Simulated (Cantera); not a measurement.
A Cantera script and its output.

```python
import numpy as np
import cantera as ct

gas = ct.Solution("SiF4_NH3_mec.yaml", "gas")
gas.TPX = 2075, 6900, {'NH3': 1, 'N2': 1.3}
reactor = ct.IdealGasConstPressureReactor(gas, energy="off", clone=False)
net = ct.ReactorNet([reactor])
net.rtol, net.atol = 1e-08, 1e-18
show = ['NH3', 'NH2', 'NH', 'N', 'N2H4', 'H']
times = np.geomspace(7e-06, 20, 13)

steps = ct.SolutionArray(gas, extra=["t"])
rows = []
print(f"{'t/s':>10s}{'T/K':>9s}{'P/Pa':>11s}" + "".join(f"{s:>11s}" for s in show))
for t in times:
    while net.time < t:
        t_next = net.step()
        steps.append(gas.state, t=t_next)
    rows.append([np.interp(t, steps.t, y) for y in (steps.T, steps.P, *steps(*show).X.T)])
    print(f"{t:10.3e}{rows[-1][0]:9.1f}{rows[-1][1]:11.4g}" + "".join(f"{x:11.3e}" for x in rows[-1][2:]))
rate = np.gradient(steps.T, steps.t)
print("integrator steps:", len(steps.t))
if steps.T.max() > steps.T[0] + 200:
    print(f"time of steepest temperature rise: {steps.t[rate.argmax()]:.4e} s")
gas.TPX = 2075, 6900, {'NH3': 1, 'N2': 1.3}
gas.equilibrate("TP")
print(f"equilibrium (TP): T = {gas.T:.1f} K  " + "  ".join(f"{s} {gas[s].X[0]:.3e}" for s in show))
```

Result:

```
       t/s      T/K       P/Pa        NH3        NH2         NH          N       N2H4          H
 7.000e-06   2075.0       6900  4.348e-01  8.904e-06  3.086e-10  2.173e-14  1.112e-12  8.755e-07
 2.416e-05   2075.0       6900  4.347e-01  3.286e-05  5.149e-09  1.332e-12  1.800e-11  8.792e-07
 8.338e-05   2075.0       6900  4.346e-01  1.153e-04  9.244e-08  7.720e-11  2.324e-10  8.872e-07
 2.878e-04   2075.0       6900  4.343e-01  3.945e-04  1.440e-06  3.015e-09  2.754e-09  1.029e-06
 9.933e-04   2075.0       6900  4.329e-01  1.149e-03  8.340e-06  2.690e-08  2.346e-08  2.848e-06
 3.428e-03   2075.0       6900  4.267e-01  1.505e-03  1.431e-05  1.371e-07  4.025e-08  1.134e-05
 1.183e-02   2075.0       6900  4.054e-01  1.332e-03  1.807e-05  4.818e-07  3.151e-08  3.522e-05
 4.084e-02   2075.0       6900  3.412e-01  1.062e-03  2.174e-05  1.164e-06  2.003e-08  1.034e-04
 1.409e-01   2075.0       6900  1.984e-01  6.874e-04  2.059e-05  1.719e-06  8.397e-09  2.878e-04
 4.865e-01   2075.0       6900  4.262e-02  2.344e-04  1.244e-05  1.855e-06  9.756e-10  7.556e-04
 1.679e+00   2075.0       6900  1.504e-04  4.762e-06  1.505e-06  1.334e-06  3.994e-13  4.785e-03
 5.795e+00   2075.0       6900  2.255e-06  1.025e-07  4.653e-08  5.921e-08  1.842e-16  6.844e-03
 2.000e+01   2075.0       6900  5.285e-07  2.401e-08  1.091e-08  1.388e-08  1.015e-17  6.844e-03
integrator steps: 1885
equilibrium (TP): T = 2075.0 K  NH3 2.726e-07  NH2 1.238e-08  NH 5.625e-09  N 7.158e-09  N2H4 2.728e-18  H 6.844e-03
```

Model: the gas-phase N/H chemistry of the illustrative SiF4/NH3 mechanism in the Surface Chemkin manual (1991), integrated in Cantera. Walls and surfaces, which speed up NH3 decomposition in real reactors, are not modelled.
